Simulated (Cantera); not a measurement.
Input (Python, Cantera) and output of one run.

```python
import numpy as np
import cantera as ct

gas_names = """
    H HO2 H2 H2O H2O2 O OH O2 O3 Pb PbO Pb2
""".split()
cond_names = """
    H2O(s) H2O(L) Pb(cr) Pb(L) PbO(rd) PbO(yw) PbO(L) PbO2(s) Pb3O4(s)
""".split()


# ... load() reads the species with a 1 bar reference pressure and builds the phases ...
atoms = {
    'PbO': {'Pb': 1, 'O': 1},
    'O2': {'O': 2},
    'H2': {'H': 2},
}
top_T = {'Pb3O4(s)': 820}  # K; cautious upper limits of use, not melting points


# ... equilibrate(T, P, feed) seeds the gas with the atoms and calls Mixture.equilibrate('TP', solver="vcs", rtol=1e-11, max_steps=5000) ...
results = []
feed = {'PbO': 1, 'O2': 0.025, 'H2': 7.2}  # mol
T = 1275  # K
P = 1500  # Pa
mix = equilibrate(T, P, feed)
results.append((T, P, feed, dict(zip(mix.species_names, mix.species_moles))))
print(gas.report(threshold=0.001))
for i in range(1, mix.n_phases):
    print(f"{mix.phase(i).name:16s} {mix.phase_moles(i):12.5e} mol")
```

It prints:

```
       temperature   1275 K
          pressure   1500 Pa
           density   0.0041158 kg/m^3
  mean mol. weight   29.087 kg/kmol
   phase of matter   gas

                          1 kg             1 kmol
                     ---------------   ---------------
          enthalpy        7.5745e+05        2.2032e+07  J
   internal energy          3.93e+05        1.1431e+07  J
           entropy            7822.4        2.2753e+05  J/K
    Gibbs function       -9.2161e+06       -2.6807e+08  J
 heat capacity c_p            1095.2             31857  J/K
 heat capacity c_v            809.36             23542  J/K

                      mass frac. Y      mole frac. X     chem. pot. / RT
                     ---------------   ---------------   ---------------
                H2          0.051982              0.75            -22.63
               H2O          0.079306           0.12805           -54.745
                Pb           0.86857           0.12193           -10.701
     [   +9 minor]        0.00013955        1.5645e-05

Pb(L)             0.00000e+00 mol
PbO(L)            0.00000e+00 mol
```

Cantera equilibrium calculation (NASA polynomials, part measured and part estimated; ideal gas, pure solids and liquids).
